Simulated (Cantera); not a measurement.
An isothermal plug-flow reactor at 500 K and 170000 Pa (inlet), inlet velocity 4.8 m/s, active area per volume 1400 1/m; feed 3.31 % H₂, 6.51 % O₂, 90.2 % N₂.

Computed with Cantera and Deutschmann's 1995 Pt surface mechanism with GRI-Mech 3.0 gas chemistry. Catalytic surfaces can have several steady states; this one follows from the mechanism file's or the stated starting coverage. Mass transfer to the wall is taken as infinitely fast.

### Question
Predict: x(H₂) at z = 0.0058 m; x(O₂) at z = 0.0058 m; x(H₂O) at z = 0.0058 m; θ(free Pt) at the exit; θ(O*) at the exit; θ(OH*) at the exit.

### Answer
```
Item                      Result
----------------------  --------
x(H₂) at z = 0.0058 m   0.000731
x(O₂) at z = 0.0058 m     0.0497
x(H₂O) at z = 0.0058 m    0.0329
θ(free Pt) at the exit    0.0216
θ(O*) at the exit          0.935
θ(OH*) at the exit        0.0431
```
